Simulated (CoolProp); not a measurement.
Vapour-liquid equilibrium of R125 (1) + R227EA (2) at 304.9 K; x and y are mole fractions of (1).

Values from CoolProp's multi-fluid Helmholtz-energy mixture model, Lemmon 2005 and Lemmon 2016; pair parameters Bell 2016.

| x | bubble pressure, mixture model (MPa) | bubble pressure, Raoult's law (MPa) | y, mixture model | y, Raoult's law |
|---|---|---|---|---|
| 0.05 | 0.6028 | 0.6104 | 0.110 | 0.134 |
| 0.125 | 0.6743 | 0.6917 | 0.250 | 0.296 |
| 0.2 | 0.7476 | 0.7729 | 0.367 | 0.424 |
| 0.275 | 0.8225 | 0.8542 | 0.466 | 0.528 |
| 0.35 | 0.8990 | 0.9354 | 0.551 | 0.613 |
| 0.425 | 0.9771 | 1.017 | 0.625 | 0.685 |
| 0.5 | 1.057 | 1.098 | 0.690 | 0.747 |
| 0.575 | 1.138 | 1.179 | 0.749 | 0.800 |
| 0.65 | 1.221 | 1.260 | 0.801 | 0.846 |
| 0.725 | 1.306 | 1.342 | 0.849 | 0.886 |
| 0.8 | 1.393 | 1.423 | 0.894 | 0.922 |
| 0.875 | 1.483 | 1.504 | 0.935 | 0.954 |
| 0.95 | 1.576 | 1.586 | 0.975 | 0.982 |

The largest gap from Raoult's law is -3.9 % in bubble pressure, at x = 0.425. No azeotrope shows between x = 0.05 and 0.95.

Pair parameters are fitted to limited data, so mixtures are less certain than the pure fluids.
